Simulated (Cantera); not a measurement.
A closed system holds: 1 mol CO, 0.46 mol H2O, 14 mol N2, equilibrated at 8.50 bar.

Cantera equilibrium calculation (NASA polynomials, part measured and part estimated; ideal gas, pure solids and liquids). Candidate condensed phases: C, C6H6, C7H8, C8H18, H2O; 136 gas species. Kinetics and transport are ignored.

Q: Which condensed phases are stable at each of these points (T (K)): 775, 975, 1175, 1375, 1575, 1775, 1975, 2175, 2375, 2575, 2775, 2975?

A: 
```csv
T (K),condensed phases,C condensed (%)
775,C(graphite),33.8
975,gas only,0.0
1175,gas only,0.0
1375,gas only,0.0
1575,gas only,0.0
1775,gas only,0.0
1975,gas only,0.0
2175,gas only,0.0
2375,gas only,0.0
2575,gas only,0.0
2775,gas only,0.0
2975,gas only,0.0
```

At 775 K the condensed part is C(graphite). From 975 K to 2975 K nothing is condensed.
